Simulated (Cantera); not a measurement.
A freely propagating, adiabatic, planar premixed flame of 4.19 % C3H8, 16.1 % O2, 79.7 % N2, equivalence ratio 1.3, unburnt at 375 K and 0.132 atm; mixture-averaged transport, grid criteria slope 0.08 and curve 0.16, no radiation.

Computed with Cantera and GRI-Mech 3.0 (53 species, 325 reactions). GRI-Mech 3.0 was tuned for natural gas; its chemistry of propane as a main component is partial and can be far from experiment. Burning velocities carry a grid error of a few per cent, more on coarse grids.

x: mole fraction of selected species; z is measured from the peak of heat release.

```json
[
 {"z (mm)": "-7.57", "T (K)": "375", "u (m/s)": "0.546", "x C3H8": "0.0419", "x O2": "0.161", "x CH2CO": "<1e-8", "x H": "<1e-8", "x CO2": "9.06e-8", "x C2H2": "2.08e-8"},
 {"z (mm)": "-5.04", "T (K)": "377", "u (m/s)": "0.550", "x C3H8": "0.0417", "x O2": "0.161", "x CH2CO": "…", "x H": "<1e-8", "x CO2": "2.65e-6", "x C2H2": "5.44e-7"},
 {"z (mm)": "-3.78", "T (K)": "386", "u (m/s)": "0.566", "x C3H8": "0.0416", "x O2": "0.159", "x CH2CO": "…", "x H": "<1e-8", "x CO2": "2.58e-5", "x C2H2": "4.83e-6"},
 {"z (mm)": "-2.52", "T (K)": "460", "u (m/s)": "0.682", "x C3H8": "0.0406", "x O2": "0.152", "x CH2CO": "…", "x H": "6.95e-7", "x CO2": "0.000379", "x C2H2": "6.30e-5"},
 {"z (mm)": "-1.26", "T (K)": "861", "u (m/s)": "1.32", "x C3H8": "0.0281", "x O2": "0.116", "x CH2CO": "…", "x H": "9.84e-5", "x CO2": "0.00444", "x C2H2": "0.000663"},
 {"z (mm)": "-0.631", "T (K)": "1222", "u (m/s)": "1.93", "x C3H8": "0.00933", "x O2": "0.0784", "x CH2CO": "0.000798", "x H": "0.000835", "x CO2": "0.0106", "x C2H2": "0.00159"},
 {"z (mm)": "0", "T (K)": "1544", "u (m/s)": "2.49", "x C3H8": "0.000360", "x O2": "0.0402", "x CH2CO": "0.000747", "x H": "0.00384", "x CO2": "0.0198", "x C2H2": "0.00255"},
 {"z (mm)": "0.631", "T (K)": "1702", "u (m/s)": "2.76", "x C3H8": "8.35e-7", "x O2": "0.0175", "x CH2CO": "…", "x H": "0.00788", "x CO2": "0.0298", "x C2H2": "0.00120"},
 {"z (mm)": "1.26", "T (K)": "1749", "u (m/s)": "2.83", "x C3H8": "<1e-8", "x O2": "0.00778", "x CH2CO": "…", "x H": "0.0108", "x CO2": "0.0384", "x C2H2": "0.000222"},
 {"z (mm)": "2.52", "T (K)": "1770", "u (m/s)": "2.85", "x C3H8": "<1e-8", "x O2": "0.00271", "x CH2CO": "…", "x H": "0.0127", "x CO2": "0.0488", "x C2H2": "4.34e-6"},
 {"z (mm)": "5.04", "T (K)": "1782", "u (m/s)": "2.86", "x C3H8": "<1e-8", "x O2": "0.00166", "x CH2CO": "<1e-8", "x H": "0.0128", "x CO2": "0.0550", "x C2H2": "<1e-8"},
 {"z (mm)": "10.1", "T (K)": "1795", "u (m/s)": "2.88", "x C3H8": "<1e-8", "x O2": "0.00139", "x CH2CO": "<1e-8", "x H": "0.0119", "x CO2": "0.0563", "x C2H2": "<1e-8"},
 {"z (mm)": "20.2", "T (K)": "1813", "u (m/s)": "2.90", "x C3H8": "<1e-8", "x O2": "0.00111", "x CH2CO": "<1e-8", "x H": "0.0103", "x CO2": "0.0563", "x C2H2": "<1e-8"}
]
```

### Question
Complete the blanks.

### Answer

- -5.04, x CH2CO: 5.55e-8
- -3.78, x CH2CO: 6.83e-7
- -2.52, x CH2CO: 1.40e-5
- -1.26, x CH2CO: 0.000270
- 0.631, x CH2CO: 0.000146
- 1.26, x CH2CO: 1.14e-5
- 2.52, x CH2CO: 6.32e-8
